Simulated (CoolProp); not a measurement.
Aqueous lithium chloride as a coolant, 23 % by mass, freezing at -58.3 °C, 1 atm.

Model: Melinder's fits for secondary coolants, in CoolProp.

```csv
T (°C),cp (kJ/(kg K)),density (kg/m³),Prandtl number,conductivity (W/(m K))
-21.2,2.900,1144,54.0,0.491
-14.6,2.944,1143,40.8,0.500
-7.9,2.988,1141,31.5,0.509
-1.3,3.032,1140,25.1,0.517
5.3,3.076,1138,20.5,0.526
12,3.120,1137,17.1,0.535
18.6,3.164,1135,14.5,0.544
25.2,3.207,1133,12.6,0.553
31.9,3.251,1130,11.0,0.561
```
